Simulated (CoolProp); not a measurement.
Saturation properties of carbon dioxide.

Computed with CoolProp (reference Helmholtz-energy equation of state, Span 1996).

| T (°C) | p (MPa) | vapour density (kg/m³) | enthalpy of vaporisation (kJ/kg) | liquid conductivity (mW/(m K)) |
|---|---|---|---|---|
| -34.55 | 1.222 | 31.71 | 312.3 | 150 |
| -31.15 | 1.373 | 35.67 | 305.8 | 146 |
| -27.65 | 1.544 | 40.17 | 298.7 | 142 |
| -24.25 | 1.724 | 44.98 | 291.7 | 138 |
| -20.75 | 1.924 | 50.45 | 284.1 | 134 |
| -17.35 | 2.135 | 56.32 | 276.4 | 130 |
| -13.85 | 2.370 | 63.00 | 268.2 | 126 |
| -10.35 | 2.622 | 70.40 | 259.5 | 121 |
| -6.95 | 2.886 | 78.38 | 250.6 | 117 |
| -3.45 | 3.177 | 87.54 | 241.0 | 113 |
| -0.05 | 3.481 | 97.49 | 231.0 | 109 |

Thermal conductivity comes from a separate model (Huber 2016).
